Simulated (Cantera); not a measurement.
Charge: 1 mol Fe2O3, 4.9 mol HCl, 7.9 mol O2, equilibrated at 2.90 Pa.

Equilibrium computed with Cantera from the NASA thermochemical tables; the gas is ideal and each condensed phase is pure. Candidate condensed phases: Fe, FeCl2, FeCl3, FeO, Fe(OH)2, Fe(OH)3, Fe2O3, Fe3O4, H2O; 22 gas species. Kinetics and transport are ignored.

Problem. At 1148 K, list the 4 most abundant gas species with their mole fractions, and the condensed phases.

Solution. O2 0.607, HCl 0.335, Cl 0.0263, H2O 0.0228. Condensed: Fe2O3(s).
